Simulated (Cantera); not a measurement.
Source: NASA polynomial tables (part measured, part estimated), evaluated in Cantera. Values are per mole of reaction as written; species without (g) are pure solids or liquids, kept so even where they would boil at 1 bar.

Q: Between 300 and 2250 K, where is each reaction favourable under standard conditions?
- 2 Ca + S2(g) = 2 CaS
- Ni + S2(g) = NiS2
- 2 Ba + S2(g) = 2 BaS

A: 
- 2 Ca + S2(g) = 2 CaS: ΔG° is -1015 kJ at 300 K and -620 kJ at 2250 K; it stays negative (K > 1). ΔH° is -1090 kJ and ΔS° -209 J/K at 2250 K.
- Ni + S2(g) = NiS2: ΔG° is -204 kJ at 300 K and 84 kJ at 2250 K; it changes sign between 1500 and 1650 K. ΔH° is -185 kJ and ΔS° -120 J/K at 2250 K.
- 2 Ba + S2(g) = 2 BaS: ΔG° is -997 kJ at 300 K and -608 kJ at 2250 K; it stays negative (K > 1). ΔH° is -1061 kJ and ΔS° -201 J/K at 2250 K.
